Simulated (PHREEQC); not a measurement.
## Nickel, zinc or cadmium bath: speciation

Consider water at 35 °C with 0.014 mol/kgw NiSO4, 0.00013 mol/kgw NaCl and 0.069 mol/kgw NiCl2. Closed to the air; pH follows from the charge balance.

Model: ion-association model, wateq4f.dat, run in PHREEQC.

Precipitation was switched off in this run.

### Question
Predict the pH, ionic strength.

### Answer
pH 5.66; ionic strength 0.216 mol/kgw.

### Question
In which forms is Ni present?

### Answer
Ni+2 82 %, NiSO4 9.0 %, NiCl+ 7.5 %, NiCl2 1.7 % of the Ni.

Species that the database lacks are ignored. In wateq4f.dat the enthalpy of Ni(OH)2 has the wrong sign, so its saturation index can't be trusted away from 25 °C.
